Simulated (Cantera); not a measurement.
Input: 1 mol HMDSO, 1.1 mol O2, 26 mol H2, equilibrated at 698.15 K and 7.30 Pa.

Method: chemical equilibrium by Gibbs-energy minimisation in Cantera with the NASA 1993 tables (ideal gas, pure condensed phases). Candidate condensed phases: C, C6H6, C7H8, C8H18, H2O, Si, SiC, SiO2; 123 gas species. The feed counts by its element totals alone. Equilibrium is a limit: real reactors are often held back by kinetics, nucleation or transport.

Base state: H2 0.999, CH4 0.000645 (mole fractions); condensed: C(graphite) + SiC(s) + SiO2(α-quartz).

**Question.** What changes in the equilibrium state with this change: temperature from 698.15 K to 1698.15 K?

**Answer.** 
```
species                before     after
-------------------  --------  --------
H2                      0.999     0.901
CO                      <1e-9    0.0827
H                       <1e-9    0.0161
SiO                     <1e-9  0.000337
Si                      <1e-9  0.000133
C2H2 (acetylene)        <1e-9   6.50e-5
CH4                  0.000645   6.53e-8
C(graphite), mol         5.58     0.826
SiC(s), mol             0.400      1.98
SiO2(α-quartz), mol      1.60         0
```

**Question.** What changes in the equilibrium state with this change: temperature from 698.15 K to 1500 K?

**Answer.** 
```json
[
 {"species": "H2", "before": "0.999", "after": "0.914"},
 {"species": "CO", "before": "<1e-9", "after": "0.0835"},
 {"species": "H", "before": "<1e-9", "after": "0.00197"},
 {"species": "SiO", "before": "<1e-9", "after": "0.000164"},
 {"species": "CH4", "before": "0.000645", "after": "1.57e-7"},
 {"species": "C(graphite), mol", "before": "5.58", "after": "0.812"},
 {"species": "SiC(s), mol", "before": "0.400", "after": "1.99"},
 {"species": "SiO2(α-quartz), mol", "before": "1.60", "after": "0"}
]
```
